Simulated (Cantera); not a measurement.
Mixture: CH4 : H2 : O2 : N2 = 1 : 0.057 : 1.69 : 11.5 (molar parts), equivalence ratio 1.2, at 5.00 bar, adiabatic and at constant pressure. Ignition delay is the time to a rise of 400 K.

Model: GRI-Mech 3.0 (53 species, 325 reactions), integrated in Cantera. Below about 1000 K GRI-Mech 3.0 lacks low-temperature oxidation paths. Below about 950 K walls govern HO2 and H2O2 in real vessels.

Predict: delay at 900 K; delay at 1100 K; delay at 1300 K; delay at 1500 K; apparent activation energy between 1400 and 1600 K.


| Property | Result |
|---|---|
| delay at 900 K | 0.425 s |
| delay at 1100 K | 26.0 ms |
| delay at 1300 K | 3.61 ms |
| delay at 1500 K | 0.493 ms |
| apparent activation energy between 1400 and 1600 K | 180 kJ/mol |
